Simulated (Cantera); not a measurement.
## Thermodynamics of roasting and sulfation, feed Fe2O3 + H2S + N2

Charge: 1 mol Fe2O3, 0.22 mol H2S, 15 mol N2, at 1.00 bar.

These are equilibrium values from Cantera (NASA tables, ideal gas, pure condensed phases), not measurements of a reactor. Candidate condensed phases: Fe, FeO, Fe(OH)2, Fe(OH)3, FeS, FeSO4, FeS2, Fe2O3, Fe2(SO4)3, Fe3O4, H2O, H2SO4, S; 38 gas species. Mutual solubility and eutectic melting of coexisting phases are not modelled. The tables' stoichiometric FeO is somewhat more stable than real wüstite, so its field is too wide. FeO, FeS: taken at fixed stoichiometry. Gases not in the tables: S3 to S7. Rates play no part.

```json
[
 {"T (°C)": "677", "log p N2": "-0.01", "log p SO2": "-2.12", "log p H2O": "-1.85", "log p S2": "-3.41", "log p H2": "-4.35", "log p H2S": "-3.68", "log p O2": "<-12", "log p NO": "<-12", "n FeS(s)": "0.0876", "n Fe3O4(s)": "0.637", "n FeO(s)": "0", "n FeO(l)": "0"},
 {"T (°C)": "827", "log p N2": "-0.01", "log p SO2": "-2.13", "log p H2O": "-1.86", "log p S2": "-3.13", "log p H2": "-3.77", "log p H2S": "-3.63", "log p O2": "<-12", "log p NO": "-10.65", "n FeS(s)": "0.0800", "n Fe3O4(s)": "0.640", "n FeO(s)": "0", "n FeO(l)": "0"},
 {"T (°C)": "977", "log p N2": "-0.01", "log p SO2": "-2.15", "log p H2O": "-1.87", "log p S2": "-2.92", "log p H2": "-3.33", "log p H2S": "-3.60", "log p O2": "-11.99", "log p NO": "-9.16", "n FeS(s)": "0.0696", "n Fe3O4(s)": "0.643", "n FeO(s)": "0", "n FeO(l)": "0"},
 {"T (°C)": "1127", "log p N2": "-0.01", "log p SO2": "-1.85", "log p H2O": "-1.86", "log p S2": "-4.16", "log p H2": "-3.48", "log p H2S": "-4.78", "log p O2": "-9.45", "log p NO": "-7.48", "n FeS(s)": "0", "n Fe3O4(s)": "0.351", "n FeO(s)": "0.947", "n FeO(l)": "0"},
 {"T (°C)": "1277", "log p N2": "-0.01", "log p SO2": "-1.85", "log p H2O": "-1.85", "log p S2": "-5.67", "log p H2": "-3.60", "log p H2S": "-5.98", "log p O2": "-7.39", "log p NO": "-6.12", "n FeS(s)": "0", "n Fe3O4(s)": "0.345", "n FeO(s)": "0.965", "n FeO(l)": "0"},
 {"T (°C)": "1427", "log p N2": "-0.01", "log p SO2": "-1.85", "log p H2O": "-1.85", "log p S2": "-7.20", "log p H2": "-3.78", "log p H2S": "-7.19", "log p O2": "-5.55", "log p NO": "-4.93", "n FeS(s)": "0", "n Fe3O4(s)": "0.343", "n FeO(s)": "0", "n FeO(l)": "0.971"},
 {"T (°C)": "1577", "log p N2": "-0.01", "log p SO2": "-1.85", "log p H2O": "-1.85", "log p S2": "-9.00", "log p H2": "-4.05", "log p H2S": "-8.59", "log p O2": "-3.74", "log p NO": "-3.80", "n FeS(s)": "0", "n Fe3O4(s)": "0.333", "n FeO(s)": "0", "n FeO(l)": "1.000"}
]
```
log p: log10 of the partial pressure in bar; n: condensed amount in mol.

From 677 °C to 977 °C the condensed part is FeS(s) + Fe3O4(s). From 1127 °C to 1277 °C the condensed part is FeO(s) + Fe3O4(s). From 1427 °C to 1577 °C the condensed part is FeO(l) + Fe3O4(s).
